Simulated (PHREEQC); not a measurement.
Reverse-osmosis permeate: an equilibrium model

A made-up water analysis in mg/L, 40 °C, pH 5.66, pe 2.8:

| constituent | mg/L |
|---|---|
| Na | 0.874 |
| K | 0.462 |
| Ca | 1.55 |
| Mg | 0.982 |
| Cl | 2.08 |
| S(6) as SO4 | 3.75 |
| Alkalinity as HCO3 | 4.14 |
| N(-3) as NH4 | 0.00679 |
| Fe(2) | 0.0109 |
| Li | 0.00998 |
| Sr | 0.00989 |
| Si as SiO2 | 0.00718 |

Valence states are taken as typed.

Computed with PHREEQC (ion-association model, phreeqc.dat).

```yaml
ionic_strength: 0.000325 mol/kgw
charge_balance_error: 1.4 %
```

| species | molality | activity | log γ |
|---|---|---|---|
| CO2 | 0.000297 | 0.000297 | 0.000 |
| HCO3- | 7.00e-5 | 6.85e-5 | -0.009 |
| Cl- | 5.87e-5 | 5.74e-5 | -0.009 |
| Mg+2 | 3.99e-5 | 3.67e-5 | -0.037 |
| Ca+2 | 3.84e-5 | 3.53e-5 | -0.037 |
| SO4-2 | 3.83e-5 | 3.52e-5 | -0.037 |
| Na+ | 3.80e-5 | 3.72e-5 | -0.009 |
| K+ | 1.18e-5 | 1.16e-5 | -0.009 |
| H+ | 2.23e-6 | 2.19e-6 | -0.009 |
| Li+ | 1.44e-6 | 1.41e-6 | -0.009 |
| MgSO4 | 4.38e-7 | 4.38e-7 | 0.000 |
| NH4+ | 3.76e-7 | 3.68e-7 | -0.009 |

Precipitation was switched off in this run. At this temperature some constants are extrapolated from 25 °C, and those without enthalpy data are left unchanged.
